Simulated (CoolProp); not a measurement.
Values from CoolProp's reference Helmholtz-energy equation of state, Marx 1992.

### Question
For R113, give the phase and the cv (kJ/(kg K)) at 470.7 K and 0.101 MPa; 500 K and 0.101 MPa.

### Answer
- 470.7 K and 0.101 MPa: gas; cv 0.746
- 500 K and 0.101 MPa: gas; cv 0.762
